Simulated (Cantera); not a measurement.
A closed system holds: 1 mol BN, 1.1 mol H₂O, 2.2 mol H₂, 0.16 mol O₂, at 59.3 Torr.

These are equilibrium values from Cantera (NASA tables, ideal gas, pure condensed phases), not measurements of a reactor. Candidate condensed phases: B, BN, B₂O₃, B₃O₃H₃, H₂O; 39 gas species. Mutual solubility and eutectic melting of coexisting phases are not modelled. Gases not in the tables: H₃BO₃. Kinetics and transport are ignored. All values below are at 1648 K.

Base state: H₂ 0.852, N₂ 0.123, HBO₂ 0.0103, HBO 0.00829, B₂O₃ 0.00426, H₂O 0.00133, B₂O₂ 0.000418, H 0.000292 (mole fractions); condensed: BN(s) + B₂O₃(l).

**Question.** What changes in the equilibrium state with this change: O₂ from 0.16 to 4.2 mol?

**Answer.** 
```json
[
 {"species": "H₂O", "before": "0.00133", "after": "0.423"},
 {"species": "O₂", "before": "<1e-9", "after": "0.352"},
 {"species": "HBO₂", "before": "0.0103", "after": "0.144"},
 {"species": "H₂", "before": "0.852", "after": "2.91e-5"},
 {"species": "N₂", "before": "0.123", "after": "0.0747"},
 {"species": "NO", "before": "<1e-9", "after": "0.000943"},
 {"species": "HBO", "before": "0.00829", "after": "1.25e-8"},
 {"species": "B₂O₂", "before": "0.000418", "after": "<1e-9"},
 {"species": "OH", "before": "2.05e-8", "after": "0.00112"},
 {"species": "O", "before": "<1e-9", "after": "5.35e-5"},
 {"species": "BN(s), mol", "before": "0.0581", "after": "0"},
 {"species": "B₂O₃(l), mol", "before": "0.417", "after": "0"}
]
```
